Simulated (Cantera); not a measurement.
Feed: 1 mol CH₃F, 0.075 mol HCl, equilibrated at 2.20 Pa.

These are equilibrium values from Cantera (NASA tables, ideal gas, pure condensed phases), not measurements of a reactor. Candidate condensed phases: C, C₆H₆, C₇H₈, C₈H₁₈; 118 gas species. Rates play no part. All values below are at 2525 K.

Base state: H 0.624, HF 0.261, F 0.0333, C₃ 0.0332, Cl 0.0216, H₂ 0.0109, C 0.0106, C₂ 0.00307 (mole fractions); condensed: C(graphite).

Task: What changes in the equilibrium state with this change: CH₃F replaced by CH₃Cl?

Result: 
```json
[
 {"species": "H", "before": "0.624", "after": "0.687"},
 {"species": "Cl", "before": "0.0216", "after": "0.245"},
 {"species": "C₃", "before": "0.0332", "after": "0.0332"},
 {"species": "HF", "before": "0.261", "after": "0"},
 {"species": "F", "before": "0.0333", "after": "0"},
 {"species": "H₂", "before": "0.0109", "after": "0.0132"},
 {"species": "C", "before": "0.0106", "after": "0.0106"},
 {"species": "CF", "before": "0.00117", "after": "0"},
 {"species": "HCl", "before": "0.000535", "after": "0.00669"},
 {"species": "C₂H₂ (acetylene)", "before": "0.000131", "after": "0.000159"},
 {"species": "C₂H", "before": "0.000567", "after": "0.000624"},
 {"species": "C(graphite), mol", "before": "0.595", "after": "0.494"}
]
```
